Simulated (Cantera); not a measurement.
AlCl3 + H2O + N2 (aluminium nitride and oxide growth)

Input: 1 mol AlCl3, 0.33 mol H2O, a varied amount of N2, held at 1275 K and 26.0 Pa.

Method: chemical equilibrium by Gibbs-energy minimisation in Cantera with the NASA 1993 tables (ideal gas, pure condensed phases). Candidate condensed phases: Al, AlCl3, AlN, Al2O3, H2O, NH4Cl; 45 gas species. The tables' values for AlCl2 are old estimates; treat these amounts as uncertain. The numbers say what is thermodynamically allowed, not how fast it happens.

From 2.5 mol N2 to 19 mol N2 the condensed part is Al2O3(s). The main Al-bearing gas is AlCl3 throughout.

| n(N2) (mol) | log p N2 | log p AlCl3 | log p HCl | log p Cl | log p H2 | log p AlCl2 | log p AlCl | n Al2O3(s) |
|---|---|---|---|---|---|---|---|---|
| 2.5 | -3.78 | -4.29 | -4.36 | -6.90 | -7.33 | -7.51 | -9.40 | 0.110 |
| 4.6 | -3.70 | -4.47 | -4.55 | -7.02 | -7.47 | -7.58 | -9.35 | 0.110 |
| 6.6 | -3.67 | -4.60 | -4.67 | -7.10 | -7.56 | -7.62 | -9.32 | 0.110 |
| 8.7 | -3.65 | -4.70 | -4.77 | -7.16 | -7.63 | -7.66 | -9.30 | 0.110 |
| 11 | -3.64 | -4.79 | -4.86 | -7.21 | -7.70 | -7.69 | -9.28 | 0.110 |
| 13 | -3.63 | -4.85 | -4.93 | -7.25 | -7.75 | -7.72 | -9.26 | 0.110 |
| 15 | -3.62 | -4.91 | -4.98 | -7.29 | -7.79 | -7.74 | -9.25 | 0.110 |
| 17 | -3.62 | -4.96 | -5.03 | -7.32 | -7.83 | -7.76 | -9.24 | 0.110 |
| 19 | -3.62 | -5.00 | -5.08 | -7.35 | -7.87 | -7.78 | -9.23 | 0.110 |
log p: log10 of the partial pressure in bar; n: condensed amount in mol.
